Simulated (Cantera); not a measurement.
An isothermal, constant-pressure homogeneous reactor starts with C2H6 : N2 = 1 : 2.8 (molar parts), at 1850 K and 101000 Pa.

Detailed kinetics in Cantera: GRI-Mech 3.0 (53 species, 325 reactions). GRI-Mech 3.0 stops at C3 and has no aromatics, soot or wall deposition, so with more carbon than oxygen in the feed, carbon stays in small species such as C2H2 where larger ones or solid carbon would form.

One state of this run: x C2H6 = 8.49e-6; x H2 = 0.319; x CH3 = 0.000379; x CH2 = 3.73e-7; x H = 0.000286. x: mole fraction; the columns are a selection and need not sum to one.

Question: Which value of t (s) does it belong to?
(A) 0.00902
(B) 0.00149
(C) 2.00
(D) 0.0222

Answer: A, 0.00902
